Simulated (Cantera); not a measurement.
Charge: 1 mol SiH₂Cl₂, a varied amount of H₂, held at 1325 K and 7.50 Torr.

These are equilibrium values from Cantera (NASA tables, ideal gas, pure condensed phases), not measurements of a reactor. Candidate condensed phases: Si; 19 gas species. Kinetics and transport are ignored.

**Question.** What share of the Si ends up in condensed phases as a function of n(H₂) (mol), at 2.4, 4, 6.5, 11, 18, 29, 48, 80?

**Answer.** 
```tsv
n(H₂) (mol)	Si condensed (%)	as
2.4	44.3	Si(s)
4	48.7	Si(s)
6.5	54.4	Si(s)
11	61.9	Si(s)
18	69.6	Si(s)
29	76.9	Si(s)
48	83.6	Si(s)
80	88.9	Si(s)
```
